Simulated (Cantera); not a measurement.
A freely propagating, adiabatic, planar premixed flame of 5.94 % C3H8, 19.8 % O2, 74.3 % N2, equivalence ratio 1.5, unburnt at 325 K and 34000 Pa; mixture-averaged transport, grid criteria slope 0.08 and curve 0.16, no radiation.

Cantera simulation using GRI-Mech 3.0 (53 species, 325 reactions); the numbers are that mechanism's predictions, not measurements. GRI-Mech 3.0 was tuned for natural gas; its chemistry of propane as a main component is partial and can be far from experiment. Burning velocities carry a grid error of a few per cent, more on coarse grids.

x: mole fraction of selected species; z is measured from the peak of heat release.

| z (mm) | T (K) | u (m/s) | x C3H8 | x O2 | x CH2O | x CO2 | x CO | x H2 |
|---|---|---|---|---|---|---|---|---|
| -3.90 | 325 | 0.343 | 0.0593 | 0.197 | 6.89e-8 | 1.47e-7 | 5.71e-6 | 0.00278 |
| -2.60 | 328 | 0.348 | 0.0590 | 0.196 | 2.37e-6 | 5.05e-6 | 0.000117 | 0.00876 |
| -1.95 | 341 | 0.364 | 0.0585 | 0.194 | 1.64e-5 | 3.52e-5 | 0.000604 | 0.0160 |
| -1.30 | ___ | 0.472 | 0.0569 | 0.183 | 0.000196 | 0.000461 | 0.00481 | 0.0302 |
| -0.651 | ___ | 1.01 | 0.0402 | 0.134 | 0.00119 | 0.00499 | 0.0321 | 0.0500 |
| -0.325 | ___ | 1.52 | 0.0146 | 0.0866 | 0.00152 | 0.0115 | 0.0626 | 0.0593 |
| 0 | ___ | 2.01 | 0.000445 | 0.0390 | 0.000578 | 0.0210 | 0.0954 | 0.0640 |
| 0.325 | 1818 | 2.25 | 5.02e-7 | 0.0135 | 0.000130 | 0.0299 | 0.109 | 0.0635 |
| 0.651 | 1886 | 2.33 | <1e-8 | 0.00427 | 3.87e-5 | 0.0363 | 0.111 | 0.0634 |
| 1.30 | 1922 | 2.37 | <1e-8 | 0.000501 | 5.64e-6 | 0.0431 | 0.108 | 0.0656 |
| 2.60 | 1935 | 2.38 | <1e-8 | 7.23e-5 | 4.77e-7 | 0.0471 | 0.106 | 0.0679 |
| 5.21 | 1942 | 2.39 | <1e-8 | 5.04e-5 | 1.41e-8 | 0.0479 | 0.105 | 0.0686 |
| 10.4 | 1950 | 2.40 | <1e-8 | 3.43e-5 | <1e-8 | 0.0478 | 0.106 | 0.0689 |

Q: Complete the blanks.

A: 
- -1.30, T (K): 433
- -0.651, T (K): 887
- -0.325, T (K): 1279
- 0, T (K): 1635
